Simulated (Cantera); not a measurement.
A closed system holds: 1 mol Fe(CO)5, 68 mol H2, held at 75.0 Torr.

These are equilibrium values from Cantera (NASA tables, ideal gas, pure condensed phases), not measurements of a reactor. Candidate condensed phases: C, C6H6, C7H8, C8H18, Fe, Fe(CO)5, FeO, Fe(OH)2, Fe(OH)3, Fe2O3, Fe3O4, H2O; 114 gas species. Equilibrium is a limit: real reactors are often held back by kinetics, nucleation or transport.

x: gas mole fraction; n: condensed amount in mol.

```tsv
T (K)	x H2	x CO	x CH4	x H2O	n Fe(α)	n Fe(γ)
1000	0.927	0.0641	?	0.00418	1.00	0
1050	0.929	0.0662	?	0.00226	1.00	0
1100	0.930	0.0672	?	0.00127	1.00	0
1150	0.931	0.0678	?	0.000752	1.00	0
1200	0.931	0.0680	?	0.000462	0	1.00
1250	0.931	0.0682	?	0.000295	0	1.00
1300	0.931	0.0683	?	0.000195	0	1.000
1350	0.931	0.0684	?	0.000133	0	1.000
1400	0.931	0.0684	?	9.29e-5	0	1.000
1450	0.931	0.0684	?	6.68e-5	0	1.000
```

Problem. Fill in the missing entries.

Solution. 
- 1000, x CH4: 0.00460
- 1050, x CH4: 0.00244
- 1100, x CH4: 0.00136
- 1150, x CH4: 0.000798
- 1200, x CH4: 0.000487
- 1250, x CH4: 0.000309
- 1300, x CH4: 0.000203
- 1350, x CH4: 0.000137
- 1400, x CH4: 9.57e-5
- 1450, x CH4: 6.82e-5
